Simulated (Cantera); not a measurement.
Input (Python, Cantera) and output of one run.

```python
import numpy as np
import cantera as ct

gas_names = """
    CL CL2 Fe FeCL FeCL2 FeCL3 Fe2CL4 Fe2CL6 H HCL H2
""".split()
cond_names = """
    Fe(a) Fe(c) Fe(d) Fe(L) FeCL2(s) FeCL2(L) FeCL3(s) FeCL3(L)
""".split()


def load(file, names, dense=False):
    # The tables refer to 1 bar. Condensed volumes are neglected.
    table = {s.name: s for s in ct.Species.list_from_file(file)}
    out = []
    for n in names:
        d = dict(table[n].input_data)
        d["thermo"] = dict(d["thermo"], **{"reference-pressure": 1e5})
        if dense:
            d["equation-of-state"] = {"model": "constant-volume", "density": "1e6 g/cm^3"}
        out.append(ct.Species.from_dict(d))
    return out


gas = ct.Solution(thermo="ideal-gas", species=load("nasa_gas.yaml", gas_names))
cond = {s.name: ct.Solution(thermo="fixed-stoichiometry", species=[s], name=s.name)
        for s in load("nasa_condensed.yaml", cond_names, dense=True)}
atoms = {
    'FeCl3': {'Fe': 1, 'CL': 3},
    'H2': {'H': 2},
}
top_T = {}  # K; cautious upper limits of use, not melting points


def equilibrate(T, P, feed):
    n = {}
    for name, mol in feed.items():
        for a, k in atoms[name].items():
            n[a] = n.get(a, 0.0) + k * mol
    gas.TPX = T, P, n
    mass = sum(n.values()) * gas.mean_molecular_weight
    gas.equilibrate("TP")
    valid = [c for c in cond.values() if c.min_temp <= T <= top_T.get(c.name, c.max_temp)]
    mix = ct.Mixture([(gas, mass / gas.mean_molecular_weight)] + [(c, 0.0) for c in valid])
    mix.T, mix.P = T, P
    mix.equilibrate("TP", solver="vcs", rtol=1e-11, max_steps=5000)
    return mix


results = []
feed = {'FeCl3': 1, 'H2': 21}  # mol
P = 110  # Pa
for T in [823, 923, 1023, 1123, 1223, 1323, 1423, 1523, 1623, 1723]:
    mix = equilibrate(T, P, feed)
    results.append((T, P, feed, dict(zip(mix.species_names, mix.species_moles))))

top = {s: max(r[3][s] / sum(r[3][g] for g in gas_names) for r in results) for s in gas_names}
cols = sorted((s for s in top if top[s] > 1e-05), key=lambda s: -top[s])[:8]
seen = [c for c in cond_names if any(r[3].get(c, 0) > 1e-12 for r in results)]
print("log10 of partial pressures in bar; condensed amounts in mol")
print(f"{'T/K':>10s}" + "".join(f"{s[:9]:>10s}" for s in cols + seen))
for T, P, feed, n in results:
    ng = sum(n[g] for g in gas_names)
    print(f"{T:10.4g}" + "".join(f"{np.log10(max(n[s] / ng * P / 1e5, 1e-99)):10.3f}" for s in cols)
          + "".join(f"{n.get(c, 0):10.4g}" for c in seen))
```

It prints:

```
log10 of partial pressures in bar; condensed amounts in mol
       T/K        H2       HCL     FeCL2        Fe         H        CL      FeCL     Fe(a)     Fe(c)     Fe(d)
       823    -3.020    -3.841    -5.893   -18.438   -12.645   -13.457   -18.526    0.9738         0         0
       923    -3.020    -3.848    -5.613   -15.611   -11.121   -11.966   -16.202    0.9502         0         0
      1023    -3.019    -3.858    -5.404   -13.348    -9.892   -10.766   -14.348    0.9194         0         0
      1123    -3.018    -3.868    -5.252   -11.507    -8.880    -9.781   -12.843    0.8856         0         0
      1223    -3.017    -3.879    -5.138    -9.976    -8.031    -8.957   -11.597         0     0.851         0
      1323    -3.017    -3.890    -5.048    -8.682    -7.308    -8.258   -10.547         0    0.8166         0
      1423    -3.016    -3.902    -4.975    -7.574    -6.686    -7.658    -9.650         0    0.7829         0
      1523    -3.016    -3.913    -4.917    -6.615    -6.144    -7.137    -8.874         0    0.7471         0
      1623    -3.016    -3.924    -4.870    -5.777    -5.669    -6.680    -8.199         0    0.6888         0
      1723    -3.020    -3.938    -4.835    -5.040    -5.249    -6.278    -7.609         0         0    0.5085
```

Method: chemical equilibrium by Gibbs-energy minimisation in Cantera with the NASA 1993 tables (ideal gas, pure condensed phases).
